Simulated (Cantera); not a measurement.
Charge: 1 mol CF₄, 3 mol H₂, equilibrated at 0.133 bar.

Method: chemical equilibrium by Gibbs-energy minimisation in Cantera with the NASA 1993 tables (ideal gas, pure condensed phases). Candidate condensed phases: C, C₆H₆, C₇H₈, C₈H₁₈; 95 gas species. Rates play no part.

log p: log10 of the partial pressure in bar; n: condensed amount in mol.

| T (K) | log p HF | log p H₂ | log p H | log p C₂H₂ (acetylene) | log p F | log p C₃ | n C(graphite) |
|---|---|---|---|---|---|---|---|
| 973 | -0.97 | -1.58 | -9.75 | -10.85 | <-12 | <-12 | 0.997 |
| 1123 | -0.97 | -1.57 | -8.16 | -9.23 | <-12 | <-12 | 0.999 |
| 1273 | -0.97 | -1.57 | -6.93 | -8.00 | -11.73 | <-12 | 1.000 |
| 1423 | -0.97 | -1.57 | -5.96 | -7.04 | -10.18 | <-12 | 1.000 |
| 1573 | -0.97 | -1.57 | -5.18 | -6.26 | -8.92 | <-12 | 1.000 |
| 1723 | -0.97 | -1.57 | -4.53 | -5.62 | -7.88 | <-12 | 1.000 |
| 1873 | -0.97 | -1.58 | -3.98 | -5.08 | -7.00 | -12.01 | 0.999 |
| 2023 | -0.97 | -1.58 | -3.51 | -4.63 | -6.25 | ? | 0.998 |
| 2173 | -0.97 | -1.58 | -3.11 | -4.24 | -5.60 | ? | 0.996 |
| 2323 | -0.97 | -1.59 | -2.76 | -3.91 | -5.04 | ? | 0.991 |
| 2473 | -0.98 | -1.61 | -2.46 | -3.63 | -4.53 | ? | 0.982 |
| 2623 | -0.98 | -1.65 | -2.20 | -3.40 | -4.08 | ? | 0.967 |
| 2773 | -0.99 | -1.70 | -1.98 | -3.22 | -3.67 | ? | 0.945 |
| 2923 | -1.00 | -1.78 | -1.80 | -3.09 | -3.29 | ? | 0.901 |

Problem. Fill in the missing entries.

Solution. 
- 2023, log p C₃: -10.31
- 2173, log p C₃: -8.86
- 2323, log p C₃: -7.59
- 2473, log p C₃: -6.49
- 2623, log p C₃: -5.51
- 2773, log p C₃: -4.65
- 2923, log p C₃: -3.87
